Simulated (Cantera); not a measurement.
**Abatement and gas-phase synthesis: SO2 + N2**

Feed: 1 mol SO2, 0.5 mol N2, at 1902 °C and 0.100 bar.

Cantera equilibrium calculation (NASA polynomials, part measured and part estimated; ideal gas, pure solids and liquids). Candidate condensed phases: S; 17 gas species. The numbers say what is thermodynamically allowed, not how fast it happens.

The x(SO2) is 0.645. The x(N2) comes out as 0.330 and the x(SO) comes out as 0.0156. The x(O2) comes out as 0.00694 and the x(NO) is 0.00140. The x(O) is 0.000607 and the x(S) is 0.000113. The x(SO3) is 6.09e-5 and the x(S2) is 1.53e-5. The gas amount comes out as 1.512 mol and the log10 activity of S(l) (absent) comes out as -4.57.
